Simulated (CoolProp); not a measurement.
Vapour-liquid equilibrium of propylene (1) + cyclohexane (2) at 293.3 K; x and y are mole fractions of (1).

Computed with CoolProp (multi-fluid Helmholtz-energy mixture model, Lemmon 2013 and Zhou 2014; pair parameters Bell 2016).

Give the bubble pressure and the first vapour's composition at x = 0.125, 0.5, 0.8. Is there an azeotrope?

x = 0.125: 160.1 kPa, y = 0.938; x = 0.5: 534.3 kPa, y = 0.986; x = 0.8: 806.9 kPa, y = 0.995. No azeotrope shows between x = 0.05 and 0.95.

Pair parameters are fitted to limited data, so mixtures are less certain than the pure fluids. The gap from Raoult's law changes sign with composition, which may be real or a fault of the pair parameters; it wasn't checked against measurements.
